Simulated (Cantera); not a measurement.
Input: 1 mol SO2, 1.2 mol O2, at 2925 K and 2200000 Pa.

Cantera equilibrium calculation (NASA polynomials, part measured and part estimated; ideal gas, pure solids and liquids). Candidate condensed phases: S; 10 gas species. Rates play no part.

Base state: O2 0.536, SO2 0.443, O 0.0136, SO 0.00591, SO3 0.00149, S 1.69e-5 (mole fractions); condensed: gas only.

What changes in the equilibrium state with this change: O2 from 1.2 to 0.086 mol?


| species | before | after |
|---|---|---|
| SO2 | 0.443 | 0.875 |
| O2 | 0.536 | 0.0891 |
| SO | 0.00591 | 0.0286 |
| O | 0.0136 | 0.00553 |
| S2 | 1.53e-7 | 2.17e-5 |
| S2O | 4.64e-7 | 2.67e-5 |

What changes in the equilibrium state with this change: O2 from 1.2 to 0.045 mol?


```json
[
 {"species": "SO2", "before": "0.443", "after": "0.900"},
 {"species": "O2", "before": "0.536", "after": "0.0582"},
 {"species": "SO", "before": "0.00591", "after": "0.0364"},
 {"species": "O", "before": "0.0136", "after": "0.00447"},
 {"species": "S2", "before": "1.53e-7", "after": "5.37e-5"},
 {"species": "S2O", "before": "4.64e-7", "after": "5.36e-5"},
 {"species": "S", "before": "1.69e-5", "after": "0.000316"},
 {"species": "SO3", "before": "0.00149", "after": "0.000996"}
]
```

What changes in the equilibrium state with this change: O2 from 1.2 to 0.08 mol?


```
species   before    after
-------  -------  -------
SO2        0.443    0.879
O2         0.536   0.0846
SO       0.00591   0.0295
O         0.0136  0.00539
S2       1.53e-7  2.43e-5
S2O      4.64e-7  2.92e-5
```
